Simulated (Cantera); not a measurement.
An isothermal, constant-pressure homogeneous reactor starts with CH₃OH : O₂ : N₂ = 0.0064 : 0.0035 : 1 (molar parts), equivalence ratio 2.7, at 1450 K and 3750 Torr. Integrator tolerance rtol = 1e-08.

Cantera simulation using GRI-Mech 3.0 (53 species, 325 reactions); the numbers are that mechanism's predictions, not measurements. GRI-Mech 3.0 was tuned for natural gas; its chemistry of methanol as a main component is partial and can be far from experiment.

What does this change do: temperature 1450 to 1225 K?


```csv
quantity,before,after
x(CH₃OH) at 10.0 s,<1e-12 (gas-phase equilibrium <1e-12),1.15e-12 (gas-phase equilibrium <1e-12)
x(O₂) at 10.0 s,<1e-12 (gas-phase equilibrium <1e-12),1.80e-10 (gas-phase equilibrium <1e-12)
x(CO₂) at 10.0 s,0.00150 (gas-phase equilibrium 0.00150),0.000854 (gas-phase equilibrium 0.00193)
x(CH₂) at 10.0 s,<1e-12 (gas-phase equilibrium <1e-12),<1e-12 (gas-phase equilibrium <1e-12)
x(HCO) at 10.0 s,1.71e-11 (gas-phase equilibrium 1.71e-11),1.96e-12 (gas-phase equilibrium 1.63e-12)
```
